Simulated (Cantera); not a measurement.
A perfectly stirred reactor is fed with 2.44 % C2H6, 97.6 % N2, at 0.938 atm; it is held at 1323 K, and followed from long to short residence time.

Cantera simulation using GRI-Mech 3.0 (53 species, 325 reactions); the numbers are that mechanism's predictions, not measurements. GRI-Mech 3.0 stops at C3 and has no aromatics, soot or wall deposition, so with more carbon than oxygen in the feed, carbon stays in small species such as C2H2 where larger ones or solid carbon would form.

Predict: x(C2H6) at τ = 9.40 s; x(H2) at τ = 9.40 s; x(CH3) at τ = 9.40 s; x(C2H6) at τ = 94.0 ms; x(CH2) at τ = 94.0 ms; x(C2H) at τ = 94.0 ms; x(H2) at τ = 94.0 ms; x(CH3) at τ = 94.0 ms.


```
Item                      Result
----------------------  --------
x(C2H6) at τ = 9.40 s    4.43e-5
x(H2) at τ = 9.40 s       0.0345
x(CH3) at τ = 9.40 s     4.30e-6
x(C2H6) at τ = 94.0 ms  0.000899
x(CH2) at τ = 94.0 ms    1.70e-9
x(C2H) at τ = 94.0 ms    1.31e-9
x(H2) at τ = 94.0 ms      0.0328
x(CH3) at τ = 94.0 ms    1.67e-5
```
